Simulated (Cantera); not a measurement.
Cantera run, input and output.

```python
import numpy as np
import cantera as ct

surf = ct.Interface("diamond.yaml", "diamond_100")
gas, bulk = surf.adjacent["gas"], surf.adjacent["diamond"]
k = surf.kinetics_species_index(bulk.species_names[0])
cover = ["c6HH", "c6H*", "c6*H", "c6**", "c6HM", "c6B"]

rows, drift = [], 0.0
print(f"{'T':>10s}{'um/h':>11s}" + "".join(f"{s:>11s}" for s in cover))
for v in [925, 975, 1025, 1075, 1125, 1175, 1225, 1275, 1325, 1375]:
    T, P, xH, xCH3 = v, 1500, 0.0041, 0.00013
    gas.TPX = T, P, {"H": xH, "CH3": xCH3, "CH4": 0.014, "H2": 1 - xH - xCH3 - 0.014}
    surf.TP = bulk.TP = T, P
    surf.coverages = "c6H*:0.1, c6HH:0.9"
    surf.advance_coverages(100.0)
    before = surf.coverages
    surf.advance_coverages(100.0)
    drift = max(drift, np.max(np.abs(surf.coverages - before) / (surf.coverages + 1e-9)))
    rate = surf.net_production_rates[k] * bulk.mean_molecular_weight / bulk.density * 3.6e9
    rows.append([rate, *surf[cover].coverages])
    print(f"{v:10.4g}{rate:11.4e}" + "".join(f"{x:11.3e}" for x in rows[-1][1:]))
```

It prints:

```
         T       um/h       c6HH       c6H*       c6*H       c6**       c6HM        c6B
       925 6.7117e-01  6.487e-01  1.188e-02  3.053e-01  5.236e-03  2.268e-02  1.821e-09
       975 8.2675e-01  6.062e-01  1.578e-02  3.471e-01  7.812e-03  1.726e-02  2.243e-09
      1025 8.8442e-01  5.659e-01  2.021e-02  3.860e-01  1.114e-02  1.188e-02  2.400e-09
      1075 7.5615e-01  5.282e-01  2.507e-02  4.215e-01  1.526e-02  6.668e-03  2.052e-09
      1125 5.2224e-01  4.925e-01  3.022e-02  4.523e-01  2.012e-02  2.951e-03  1.417e-09
      1175 3.4856e-01  4.590e-01  3.551e-02  4.777e-01  2.563e-02  1.123e-03  9.458e-10
      1225 2.7566e-01  4.282e-01  4.084e-02  4.982e-01  3.166e-02  4.071e-04  7.480e-10
      1275 2.6551e-01  4.007e-01  4.614e-02  5.144e-01  3.809e-02  1.480e-04  7.205e-10
      1325 2.6820e-01  3.765e-01  5.137e-02  5.269e-01  4.476e-02  5.414e-05  7.278e-10
      1375 2.3631e-01  3.555e-01  5.648e-02  5.361e-01  5.153e-02  1.967e-05  6.412e-10
```

Computed with Cantera and the Harris–Goodwin 1993 mechanism for the reconstructed diamond (100) surface.
